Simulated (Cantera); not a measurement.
Cantera run:

```python
import numpy as np
import cantera as ct

gas_names = """
    H2O VO2 H2O2
""".split()
cond_names = """
    V2O3(s) V2O3(L)
""".split()


# ... load() reads the species with a 1 bar reference pressure and builds the phases ...
species = {s.name: s for s in load("nasa_gas.yaml", gas_names) + load("nasa_condensed.yaml", cond_names)}
# Each term lists the table entries of one substance; the one whose range holds T is used.
reactions = {
    'H2O(g) + 2 VO2(g) = H2O2(g) + V2O3':
        [(-1, ['H2O']), (-2, ['VO2']), (1, ['H2O2']), (1, ['V2O3(s)', 'V2O3(L)'])],
}


def pick(names, T):
    return next(species[n] for n in names if species[n].thermo.min_temp <= T <= species[n].thermo.max_temp)


results = []
for label, terms in reactions.items():
    print(label)
    print("     T/K   dH/kJ  dS/(J/K)   dG/kJ   log10 K")
    for T in [300, 1500, 1700, 1900, 2100, 2300, 2500, 2700]:
        used = [(nu, pick(names, T)) for nu, names in terms]
        dH = sum(nu * s.thermo.h(T) for nu, s in used) / 1e6
        dS = sum(nu * s.thermo.s(T) for nu, s in used) / 1e3
        dG = dH - T * dS / 1e3
        logK = -dG * 1e6 / (ct.gas_constant * T * np.log(10))
        results.append((label, T, dH, dS, dG, logK, [s.name for _, s in used]))
        print(f"{T:8g} {dH:8.1f} {dS:8.1f} {dG:8.1f} {logK:8.2f}")
```

Result:

```
H2O(g) + 2 VO2(g) = H2O2(g) + V2O3
     T/K   dH/kJ  dS/(J/K)   dG/kJ   log10 K
     300   -648.0   -386.5   -532.0    92.63
    1500   -592.8   -318.6   -114.9     4.00
    1700   -580.0   -310.6    -52.0     1.60
    1900   -566.0   -302.8      9.4    -0.26
    2100   -550.7   -295.2     69.2    -1.72
    2300   -534.1   -287.6    127.5    -2.89
    2500   -403.3   -231.9    176.4    -3.68
    2700   -390.6   -227.0    222.2    -4.30
```

Standard-state values (1 bar) from the NASA 1993 polynomials, evaluated with Cantera. Condensed species are held in their standard states even where they would react or evaporate.
